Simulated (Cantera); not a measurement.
## Stirred combustor or abatement burner

A perfectly stirred reactor is fed with 19.1 % CO, 1.22 % H2, 0.839 % CH4, 6.56 % O2, 72.3 % N2, at 9.87 atm; it is adiabatic with a 625 K inlet, and is followed from long to short residence time, starting on the burning branch (τ in s: 0.07, 0.035, 0.017, 0.0087, 0.0043, 0.0022, 0.0011, 0.00054, 0.00027, 0.00013, 6.7e-05, 3.3e-05).

Model: GRI-Mech 3.0 (53 species, 325 reactions), integrated in Cantera.

```
τ (s)    T (K)   x CO     x H2     x CH4   x H2O2    x N2O     x NO
-------  -----  -----  -------  --------  -------  -------  -------
0.070     1629  0.104  0.00690  0.000120  2.03e-9  1.40e-8  2.62e-6
0.035     1627  0.104  0.00683  0.000118  3.64e-9  2.03e-8  4.08e-6
0.017     1626  0.104  0.00675  0.000117  6.40e-9  2.86e-8  6.30e-6
0.0087    1624  0.105  0.00666  0.000119  1.05e-8  3.77e-8  9.10e-6
0.0043    1621  0.105  0.00655  0.000122  1.75e-8  4.87e-8  1.26e-5
0.0022    1617  0.105  0.00642  0.000126  2.97e-8  6.15e-8  1.59e-5
0.0011    1611  0.106  0.00623  0.000136  5.43e-8  8.01e-8  1.83e-5
0.00054   1601  0.107  0.00596  0.000153  1.03e-7  1.11e-7  1.90e-5
0.00027   1585  0.108  0.00559  0.000182  1.94e-7  1.61e-7  1.84e-5
0.00013   1551  0.112  0.00500  0.000249  3.81e-7  2.59e-7  1.57e-5
6.7e-5     625  0.191   0.0122   0.00839   <1e-12   <1e-12   <1e-12
3.3e-5     625  0.191   0.0122   0.00839   <1e-12   <1e-12   <1e-12
```
x: mole fraction; the columns are a selection and need not sum to one.
